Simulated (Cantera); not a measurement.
A perfectly stirred reactor is fed with C2H6 : N2 = 1 : 7.1 (molar parts), at 0.00168 atm; it is held at 1350 K, and followed from long to short residence time.

Model: GRI-Mech 3.0 (53 species, 325 reactions), integrated in Cantera. GRI-Mech 3.0 stops at C3 and has no aromatics, soot or wall deposition, so with more carbon than oxygen in the feed, carbon stays in small species such as C2H2 where larger ones or solid carbon would form. Radical loss at walls, strong at low pressure, is not modelled.

Question: What does this change do: temperature 1350 to 1498 K?

Answer: 
| quantity | before | after |
|---|---|---|
| x(C2H6) at τ = 0.360 s | 0.0201 | 0.00397 |
| x(CH4) at τ = 0.360 s | 0.0446 | 0.0463 |
| x(C2H) at τ = 0.360 s | 2.94e-8 | 4.45e-7 |
| x(H2) at τ = 0.360 s | 0.0725 | 0.115 |
| x(CH2) at τ = 0.360 s | 1.18e-6 | 5.39e-6 |
| x(C2H6) at τ = 17.0 ms | 0.109 | 0.0542 |
| x(CH4) at τ = 17.0 ms | 0.00300 | 0.0222 |
| x(C2H) at τ = 17.0 ms | 7.59e-10 | 1.24e-7 |
| x(H2) at τ = 17.0 ms | 0.00828 | 0.0408 |
| x(CH2) at τ = 17.0 ms | 9.26e-7 | 1.24e-5 |

Question: What does this change do: temperature 1350 to 1875 K?

Answer: 
```csv
quantity,before,after
x(C2H6) at τ = 0.360 s,0.0201,0.000188
x(CH4) at τ = 0.360 s,0.0446,0.0143
x(C2H) at τ = 0.360 s,2.94e-8,1.59e-5
x(H2) at τ = 0.360 s,0.0725,0.173
x(CH2) at τ = 0.360 s,1.18e-6,4.15e-5
x(C2H6) at τ = 17.0 ms,0.109,0.00355
x(CH4) at τ = 17.0 ms,0.00300,0.0323
x(C2H) at τ = 17.0 ms,7.59e-10,1.95e-5
x(H2) at τ = 17.0 ms,0.00828,0.119
x(CH2) at τ = 17.0 ms,9.26e-7,0.000129
```
